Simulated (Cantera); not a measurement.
**Equilibrium for iron carbonyl, mercury and lead vapours: HgO + H2**

Feed: 1 mol HgO, a varied amount of H2, held at 1025 K and 1 atm.

Equilibrium computed with Cantera from the NASA thermochemical tables; the gas is ideal and each condensed phase is pure. Candidate condensed phases: H2O, Hg, HgO; 10 gas species. Equilibrium is a limit: real reactors are often held back by kinetics, nucleation or transport.

From 0.068 mol H2 to 4.7 mol H2 nothing is condensed. The main Hg-bearing gas is Hg throughout.

```csv
n(H2) (mol),x Hg,x H2,x H2O,x O2,x OH,x H,x HO2
0.068,0.652,1.45e-11,0.0443,0.304,1.35e-7,<1e-12,1.22e-9
0.096,0.646,2.06e-11,0.0620,0.292,1.58e-7,<1e-12,1.40e-9
0.14,0.637,3.06e-11,0.0892,0.274,1.86e-7,<1e-12,1.60e-9
0.2,0.625,4.49e-11,0.125,0.250,2.16e-7,<1e-12,1.76e-9
0.28,0.610,6.55e-11,0.171,0.220,2.44e-7,<1e-12,1.87e-9
0.4,0.588,1.01e-10,0.235,0.176,2.71e-7,<1e-12,1.86e-9
0.56,0.562,1.61e-10,0.315,0.124,2.87e-7,<1e-12,1.65e-9
0.8,0.526,3.30e-10,0.421,0.0526,2.68e-7,<1e-12,1.01e-9
1.1,0.476,0.0476,0.476,<1e-12,2.52e-11,9.44e-10,<1e-12
1.6,0.385,0.231,0.385,<1e-12,9.25e-12,2.08e-9,<1e-12
2.3,0.303,0.394,0.303,<1e-12,5.58e-12,2.72e-9,<1e-12
3.3,0.233,0.535,0.233,<1e-12,3.67e-12,3.17e-9,<1e-12
4.7,0.175,0.649,0.175,<1e-12,2.52e-12,3.49e-9,<1e-12
```
x: gas mole fraction; nothing condenses.
